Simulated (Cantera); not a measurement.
**Thermodynamics of abatement and gas-phase synthesis, feed HF + SO₂ + N₂**

Input: 1 mol HF, 0.19 mol SO₂, 5.3 mol N₂, at 1648.15 K and 0.0120 bar.

These are equilibrium values from Cantera (NASA tables, ideal gas, pure condensed phases), not measurements of a reactor. Candidate condensed phases: H₂O, H₂SO₄, S; 62 gas species. Equilibrium is a limit: real reactors are often held back by kinetics, nucleation or transport.

```yaml
x(N₂): 0.817
x(HF): 0.154
x(SO₂): 0.0291
x(SO): 0.000128
x(O₂): 4.11e-5
x(NO): 3.37e-5
x(F): 2.22e-5
x(H₂O): 1.03e-5
x(O): 1.48e-6
gas_amount: 6.490 mol
log10 activity of S(l) (absent): -6.14
```
